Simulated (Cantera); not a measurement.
A closed system holds: 1 mol CaCO3, 0.1 mol O2, 0.54 mol CO2, at 1302 °C and 3.70 bar.

Equilibrium computed with Cantera from the NASA thermochemical tables; the gas is ideal and each condensed phase is pure. Candidate condensed phases: C, Ca, CaCO3, CaO; 15 gas species. The numbers say what is thermodynamically allowed, not how fast it happens.

Question: What is the equilibrium state?

Answer: 
| Item | Value |
|---|---|
| x(CO2) | 0.939 |
| x(O2) | 0.0610 |
| x(CO) | 2.82e-5 |
| x(O) | 1.37e-6 |
| n(CaO(s)) | 1.00 mol |
| gas amount | 1.640 mol |
| log10 activity of C(graphite) (absent) | -11.95 |
| log10 activity of Ca(l) (absent) | -15.17 |
